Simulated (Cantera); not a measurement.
Input: 1 mol PbO, 5.1 mol C, a varied amount of CO, equilibrated at 280 Pa.

Method: chemical equilibrium by Gibbs-energy minimisation in Cantera with the NASA 1993 tables (ideal gas, pure condensed phases). Candidate condensed phases: C, Pb, PbO, PbO2, Pb3O4; 15 gas species. Kinetics and transport are ignored.

Stable condensed phases, one row left out:

```
T in °C \ n(CO) in mol
         0.063 0.091  0.13  0.19  0.27  0.39  0.57  0.82   1.2   1.7   2.5
   1325      A     A     A     A     A     A     A     A     A     A     A
   1275      A     A     A     A     A     A     A     A     A     A     A
   1225      A     A     A     A     A     A     A     A     A     A     A
   1175      A     A     A     A     A     A     A     A     A     A     A
   1125      A     A     A     A     A     A     A     A     A     A     A
   1075      A     A     A     A     A     A     A     A     A     A     A
   1025      A     A     A     A     A     A     A     A     A     A     A
    975      B     B     B     A     A     A     A     A     A     A     A
    875      B     B     B     B     B     B     B     B     B     B     B
    825      B     B     B     B     B     B     B     B     B     B     B
    775      B     B     B     B     B     B     B     B     B     B     B
```

A: C; B: C + Pb.

Problem. Give the row for 925 °C.

Solution. 0.063: C + Pb; 0.091: C + Pb; 0.13: C + Pb; 0.19: C + Pb; 0.27: C + Pb; 0.39: C + Pb; 0.57: C + Pb; 0.82: C + Pb; 1.2: C + Pb; 1.7: C + Pb; 2.5: C.
